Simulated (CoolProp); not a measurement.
CHF3 (R23) along the isobar 52.4 bar: density (kg/m³) from the reference equation and from simpler models built on Tc = 299.3 K, pc = 48.32 bar, ω = 0.263; each cubic takes its own stable root.

The numbers come from the reference Helmholtz-energy equation of state, Penoncello 2003 in CoolProp.

| T (K) | phase | reference | van der Waals | Redlich-Kwong |
|---|---|---|---|---|
| 280.4 | liquid | 1024 | 610.6 | 795.5 |
| 304.7 | supercritical | 372.3 | 397.1 | ___ |
| 329 | supercritical | ___ | 205.4 | 204.3 |
| 353.4 | supercritical | 163.9 | 168.7 | 166.5 |
| 377.7 | supercritical | 141.9 | ___ | 144.6 |
| 402 | supercritical | ___ | 131.7 | 129.4 |
| 426.3 | supercritical | 115.5 | 120.0 | ___ |
| 450.7 | supercritical | 106.4 | 110.6 | 108.6 |
| 475 | supercritical | 99.00 | 102.8 | 101.0 |

Task: Some entries are withheld; supply them.

Result: 
- 304.7, Redlich-Kwong: 365.6
- 329, reference: 202.7
- 377.7, van der Waals: 147.0
- 402, reference: 126.8
- 426.3, Redlich-Kwong: 117.8
